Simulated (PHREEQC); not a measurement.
Consider water at 45 °C with 0.0018 mol/kgw H2SO4, 0.0013 mol/kgw ZnSO4 and 0.0045 mol/kgw MgSO4. Closed to the air; pH follows from the charge balance.

Equilibrium calculation in PHREEQC: ion-association model, wateq4f.dat.

Each row changes one thing in this solution. Precipitation was switched off in this run.

```csv
case,pH,ionic strength (mol/kgw),SO4-2 (mol/kgw),HSO4- (mol/kgw)
as made,2.65,0.0183,0.00448,0.00105
ZnSO4 from 0.0013 to 0.0026 mol/kgw,2.66,0.0212,(withheld),0.00114
MgSO4 left out,2.57,0.00813,(withheld),0.000672
diluted 5-fold with water,3.23,0.00465,0.00121,8.85e-5
H2SO4 left out,5.85,0.0154,0.00384,5.80e-7
5.4e-05 mol/kgw LiNO3 added,2.65,0.0183,0.00448,0.00105
ZnSO4 replaced by FeSO4 at the same molality,2.65,0.0183,0.00451,0.00105
H2SO4 replaced by NiSO4 at the same molality,5.85,0.0199,0.00496,(withheld)
diluted 10-fold with water,3.50,0.00250,(withheld),2.72e-5
```

Task: Complete the blanks.

Result: 
- ZnSO4 from 0.0013 to 0.0026 mol/kgw, SO4-2 (mol/kgw): 0.00516
- MgSO4 left out, SO4-2 (mol/kgw): 0.00214
- H2SO4 replaced by NiSO4 at the same molality, HSO4- (mol/kgw): 7.16e-7
- diluted 10-fold with water, SO4-2 (mol/kgw): 0.000657

Species that the database lacks are ignored. At this temperature some constants are extrapolated from 25 °C, and those without enthalpy data are left unchanged.
